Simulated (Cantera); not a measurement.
An adiabatic, constant-volume homogeneous reactor starts with CH4 : H2 : O2 : N2 = 1 : 1.3 : 6.62 : 24.9 (molar parts), equivalence ratio 0.40, at 1675 K and 1.00 atm. Integrator tolerance rtol = 1e-08.

Detailed kinetics in Cantera: GRI-Mech 3.0 (53 species, 325 reactions).

Task: What does this change do: initial temperature 1675 to 1100 K?

Result: 
```
quantity                                                              before                                      after
---------------------------------  -----------------------------------------  -----------------------------------------
time of steepest temperature rise                                    33.2 µs                                   0.962 ms
temperature at 2.00 s                                                 2568 K                                     2202 K
equilibrium temperature                                               2568 K                                     2202 K
x(CH4) at 2.00 s                       <1e-12 (gas-phase equilibrium <1e-12)      <1e-12 (gas-phase equilibrium <1e-12)
x(H2) at 2.00 s                      0.00183 (gas-phase equilibrium 0.00183)  0.000237 (gas-phase equilibrium 0.000237)
x(O2) at 2.00 s                          0.107 (gas-phase equilibrium 0.107)        0.114 (gas-phase equilibrium 0.114)
x(CH2) at 2.00 s                       <1e-12 (gas-phase equilibrium <1e-12)      <1e-12 (gas-phase equilibrium <1e-12)
x(C2H2) at 2.00 s                      <1e-12 (gas-phase equilibrium <1e-12)      <1e-12 (gas-phase equilibrium <1e-12)
x(CH2O) at 2.00 s                  3.87e-12 (gas-phase equilibrium 3.87e-12)      <1e-12 (gas-phase equilibrium <1e-12)
x(H2O) at 2.00 s                       0.0897 (gas-phase equilibrium 0.0897)      0.0973 (gas-phase equilibrium 0.0973)
```
